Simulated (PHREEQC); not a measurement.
Dissolve 0.05 mol HF and 0.19 mol NaF per kg of water at 35 °C. Closed to the air; pH follows from the charge balance.

Computed with PHREEQC (ion-association model, phreeqc.dat).

Precipitation was switched off in this run.

Q: Order these F species by the share of F that they hold, largest first: HF, F-, HF2-, NaF.

A: F- (67 %), HF2- (16 %), HF (13 %), NaF (3.6 %)

The pH is 3.82 and the ionic strength 0.182 mol/kgw.
